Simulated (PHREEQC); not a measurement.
Dissolve 0.23 mol/kgw SrCl2 at 79 °C and 500 atm. It is in equilibrium with CO2 at log p = 0 (atm). Otherwise closed; pH follows from the charge balance.

Model: ion-association model, phreeqc.dat, run in PHREEQC.

```json
{
  "pH": "3.70",
  "ionic_strength": "0.690 mol/kgw",
  "activity_of_water": "0.988",
  "specific_conductance": "83700 µS/cm",
  "density": "1.024 g/cm³"
}
```

```tsv
species	molality	activity	log γ
Cl-	0.460	0.280	-0.216
Sr+2	0.230	0.0503	-0.660
CO2	0.00579	0.00678	0.069
H+	0.000270	0.000200	-0.131
SrHCO3+	0.000233	0.000153	-0.183
HCO3-	3.70e-5	2.43e-5	-0.183
(CO2)2	2.68e-6	3.14e-6	0.069
OH-	3.06e-9	1.79e-9	-0.232
SrCO3	1.93e-9	2.26e-9	0.069
```

No solid was allowed to form. Under pressure, the constants of complexes without a molar volume in the database are unreliable. At this temperature some constants are extrapolated from 25 °C, and those without enthalpy data are left unchanged.
